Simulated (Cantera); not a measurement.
Cantera run:

```python
import numpy as np
import cantera as ct

gas_names = [...]  # 87 gases of nasa_gas.yaml made of C, H, Si
cond_names = """
    C(gr) C6H6(L) C7H8(L) C8H18(L),n-octa Si(cr) Si(L) SiC(b)
""".split()


# ... load() reads the species with a 1 bar reference pressure and builds the phases ...
atoms = {
    'Si(CH3)4': {'Si': 1, 'C': 4, 'H': 12},
    'CH4': {'C': 1, 'H': 4},
    'H2': {'H': 2},
}
top_T = {'C(gr)': 4500, 'SiC(b)': 3050}  # K; cautious upper limits of use, not melting points


# ... equilibrate(T, P, feed) seeds the gas with the atoms and calls Mixture.equilibrate('TP', solver="vcs", rtol=1e-11, max_steps=5000) ...
results = []
T = 2550  # K
P = 133.322  # Pa
for m in [41, 53, 68, 87, 110, 140, 180, 230, 300, 380]:
    feed = {'Si(CH3)4': 1, 'CH4': 1.5, 'H2': m}  # mol
    mix = equilibrate(T, P, feed)
    results.append((T, P, feed, dict(zip(mix.species_names, mix.species_moles))))
    x = sorted(zip(gas.X, gas.species_names), reverse=True)
    print(f"T = {T:g} K  P = {P:g} Pa  n(H2) = {m:g} mol  gas = {mix.phase_moles(0):.4g} mol")
    print("   x: " + "  ".join(f"{s} {v:.3e}" for v, s in x if v > 1e-06))
    print("   condensed (mol): " + ("  ".join(f"{mix.phase(i).name} {mix.phase_moles(i):.4g}"
          for i in range(1, mix.n_phases) if mix.phase_moles(i) > 1e-12) or "none"))
```

Output:

```
T = 2550 K  P = 133.322 Pa  n(H2) = 41 mol  gas = 70.75 mol
   x: H 5.556e-01  H2 4.229e-01  Si 1.081e-02  C2H2,acetylene 5.625e-03  SiC2 3.227e-03  C3 7.990e-04  C2H 5.886e-04  C 2.449e-04  C2 7.432e-05  SiH 6.294e-05  C4H2 3.095e-05  Si2C 1.372e-05  SiC 6.346e-06  CH 6.260e-06  C2H2,vinylidene 5.174e-06  C5 2.944e-06  CH2 2.131e-06  SiH2 1.086e-06
   condensed (mol): C(gr) 3.954
T = 2550 K  P = 133.322 Pa  n(H2) = 53 mol  gas = 87.46 mol
   x: H 5.566e-01  H2 4.246e-01  Si 8.746e-03  C2H2,acetylene 5.646e-03  SiC2 2.612e-03  C3 7.990e-04  C2H 5.897e-04  C 2.449e-04  C2 7.432e-05  SiH 5.103e-05  C4H2 3.106e-05  Si2C 8.986e-06  CH 6.272e-06  C2H2,vinylidene 5.194e-06  SiC 5.135e-06  C5 2.944e-06  CH2 2.139e-06
   condensed (mol): C(gr) 3.693
T = 2550 K  P = 133.322 Pa  n(H2) = 68 mol  gas = 108.4 mol
   x: H 5.575e-01  H2 4.259e-01  Si 7.062e-03  C2H2,acetylene 5.664e-03  SiC2 2.109e-03  C3 7.990e-04  C2H 5.907e-04  C 2.449e-04  C2 7.432e-05  SiH 4.127e-05  C4H2 3.116e-05  CH 6.282e-06  Si2C 5.859e-06  C2H2,vinylidene 5.210e-06  SiC 4.147e-06  C5 2.944e-06  CH2 2.146e-06
   condensed (mol): C(gr) 3.367
T = 2550 K  P = 133.322 Pa  n(H2) = 87 mol  gas = 134.8 mol
   x: H 5.582e-01  H2 4.270e-01  C2H2,acetylene 5.678e-03  Si 5.677e-03  SiC2 1.695e-03  C3 7.990e-04  C2H 5.914e-04  C 2.449e-04  C2 7.432e-05  SiH 3.322e-05  C4H2 3.124e-05  CH 6.290e-06  C2H2,vinylidene 5.223e-06  Si2C 3.786e-06  SiC 3.334e-06  C5 2.944e-06  CH2 2.151e-06
   condensed (mol): C(gr) 2.953
T = 2550 K  P = 133.322 Pa  n(H2) = 110 mol  gas = 166.8 mol
   x: H 5.588e-01  H2 4.278e-01  C2H2,acetylene 5.689e-03  Si 4.588e-03  SiC2 1.370e-03  C3 7.990e-04  C2H 5.920e-04  C 2.449e-04  C2 7.432e-05  C4H2 3.130e-05  SiH 2.687e-05  CH 6.296e-06  C2H2,vinylidene 5.234e-06  C5 2.944e-06  SiC 2.694e-06  Si2C 2.473e-06  CH2 2.155e-06
   condensed (mol): C(gr) 2.453
T = 2550 K  P = 133.322 Pa  n(H2) = 140 mol  gas = 208.6 mol
   x: H 5.592e-01  H2 4.285e-01  C2H2,acetylene 5.699e-03  Si 3.670e-03  SiC2 1.096e-03  C3 7.990e-04  C2H 5.925e-04  C 2.449e-04  C2 7.432e-05  C4H2 3.136e-05  SiH 2.151e-05  CH 6.301e-06  C2H2,vinylidene 5.242e-06  C5 2.944e-06  CH2 2.159e-06  SiC 2.155e-06  Si2C 1.582e-06
   condensed (mol): C(gr) 1.801
T = 2550 K  P = 133.322 Pa  n(H2) = 180 mol  gas = 264.3 mol
   x: H 5.596e-01  H2 4.291e-01  C2H2,acetylene 5.707e-03  Si 2.897e-03  SiC2 8.651e-04  C3 7.990e-04  C2H 5.929e-04  C 2.449e-04  C2 7.432e-05  C4H2 3.140e-05  SiH 1.699e-05  CH 6.306e-06  C2H2,vinylidene 5.250e-06  C5 2.944e-06  CH2 2.162e-06  SiC 1.701e-06
   condensed (mol): C(gr) 0.9305
T = 2550 K  P = 133.322 Pa  n(H2) = 230 mol  gas = 334 mol
   x: H 5.600e-01  H2 4.297e-01  C2H2,acetylene 5.563e-03  Si 2.307e-03  C3 7.673e-04  SiC2 6.707e-04  C2H 5.776e-04  C 2.416e-04  C2 7.234e-05  C4H2 2.979e-05  SiH 1.354e-05  CH 6.226e-06  C2H2,vinylidene 5.117e-06  C5 2.752e-06  CH2 2.136e-06  SiC 1.337e-06
   condensed (mol): none
T = 2550 K  P = 133.322 Pa  n(H2) = 300 mol  gas = 431.4 mol
   x: H 5.609e-01  H2 4.311e-01  C2H2,acetylene 4.445e-03  Si 1.872e-03  C3 5.455e-04  C2H 4.607e-04  SiC2 4.333e-04  C 2.156e-04  C2 5.762e-05  C4H2 1.896e-05  SiH 1.100e-05  CH 5.565e-06  C2H2,vinylidene 4.089e-06  CH2 1.912e-06  C5 1.558e-06
   condensed (mol): none
T = 2550 K  P = 133.322 Pa  n(H2) = 380 mol  gas = 542.9 mol
   x: H 5.615e-01  H2 4.320e-01  C2H2,acetylene 3.621e-03  Si 1.542e-03  C3 3.998e-04  C2H 3.750e-04  SiC2 2.902e-04  C 1.944e-04  C2 4.684e-05  C4H2 1.256e-05  SiH 9.073e-06  CH 5.023e-06  C2H2,vinylidene 3.331e-06  CH2 1.728e-06
   condensed (mol): none
```

These are equilibrium values from Cantera (NASA tables, ideal gas, pure condensed phases), not measurements of a reactor.
